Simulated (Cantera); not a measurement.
Charge: 1 mol Fe2O3, 0.12 mol SO2, 0.13 mol H2O, 0.4 mol O2, equilibrated at 602 °C and 75.0 Torr.

Cantera equilibrium calculation (NASA polynomials, part measured and part estimated; ideal gas, pure solids and liquids). Candidate condensed phases: Fe, FeO, Fe(OH)2, Fe(OH)3, FeS, FeSO4, FeS2, Fe2O3, Fe2(SO4)3, Fe3O4, H2O, H2SO4, S; 22 gas species. Kinetics and transport are ignored.

Base state: O2 0.595, H2O 0.217, SO3 0.132, SO2 0.0558, H2SO4 5.83e-5 (mole fractions); condensed: Fe2O3(s) + Fe2(SO4)3(s).

Q: What changes in the equilibrium state with this change: pressure from 75.0 Torr to 23.3 Torr?

A: 
```tsv
species	before	after
O2	0.595	0.594
H2O	0.217	0.211
SO3	0.132	0.111
SO2	0.0558	0.0841
H2SO4	5.83e-5	1.47e-5
Fe2O3(s), mol	0.998	1.00
Fe2(SO4)3(s), mol	0.00244	0
```

Q: What changes in the equilibrium state with this change: temperature from 602 °C to 425 °C?

A: 
```csv
species,before,after
O2,0.595,0.723
H2O,0.217,0.277
SO3,0.132,0.000192
SO2,0.0558,2.37e-6
H2SO4,5.83e-5,2.75e-6
"Fe2O3(s), mol",0.998,0.960
"Fe2(SO4)3(s), mol",0.00244,0.0400
```
